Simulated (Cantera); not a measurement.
Mixture: 19.4 % CH4, 17.6 % O2, 54.7 % N2, 8.33 % H2O, equivalence ratio 2.2, at 760 Torr, adiabatic and at constant volume. Ignition delay is the time to a rise of 400 K.

Model: GRI-Mech 3.0 (53 species, 325 reactions), integrated in Cantera.

Q: Predict: delay at 1023 K; delay at 1123 K; delay at 1223 K; delay at 1323 K; delay at 1423 K; delay at 1523 K; apparent activation energy between 1323 and 1523 K.

A: 
| Quantity | Result |
|---|---|
| delay at 1023 K | 1.05 s |
| delay at 1123 K | 0.212 s |
| delay at 1223 K | 50.3 ms |
| delay at 1323 K | 13.5 ms |
| delay at 1423 K | 3.95 ms |
| delay at 1523 K | 1.28 ms |
| apparent activation energy between 1323 and 1523 K | 200 kJ/mol |
